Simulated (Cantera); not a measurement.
Charge: 1 mol Si, 19 mol HBr, 9.4 mol H2, held at 1150 K and 0.0100 bar.

Equilibrium computed with Cantera from the NASA thermochemical tables; the gas is ideal and each condensed phase is pure. Candidate condensed phases: Br2, Si; 19 gas species. The tables' values for SiBr3 are old estimates; treat these amounts as uncertain. Kinetics and transport are ignored.

Base state: HBr 0.549, H2 0.414, SiBr4 0.0344, SiBr2 0.00106, SiBr3 0.000636, Br 0.000359, SiHBr3 0.000314 (mole fractions); condensed: gas only.

What changes in the equilibrium state with this change: temperature from 1150 K to 1073 K?


```
species    before     after
-------  --------  --------
HBr         0.549     0.548
H2          0.414     0.416
SiBr4      0.0344    0.0360
SiBr2     0.00106  0.000139
SiBr3    0.000636  0.000186
Br       0.000359  0.000114
SiHBr3   0.000314  0.000197
```

What changes in the equilibrium state with this change: HBr from 19 to 3.9 mol?


| species | before | after |
|---|---|---|
| H2 | 0.414 | 0.814 |
| HBr | 0.549 | 0.126 |
| SiBr2 | 0.00106 | 0.0293 |
| SiBr4 | 0.0344 | 0.0255 |
| SiH2Br2 | 1.36e-6 | 7.42e-5 |
| SiHBr3 | 0.000314 | 0.00200 |
| Br | 0.000359 | 5.87e-5 |
| Si(s), mol | 0 | 0.227 |

What changes in the equilibrium state with this change: temperature from 1150 K to 650 K?


| species | before | after |
|---|---|---|
| HBr | 0.549 | 0.547 |
| H2 | 0.414 | 0.416 |
| SiBr4 | 0.0344 | 0.0365 |
| SiBr2 | 0.00106 | <1e-9 |
| SiBr3 | 0.000636 | <1e-9 |
| Br | 0.000359 | 1.83e-9 |
| SiHBr3 | 0.000314 | 1.17e-6 |
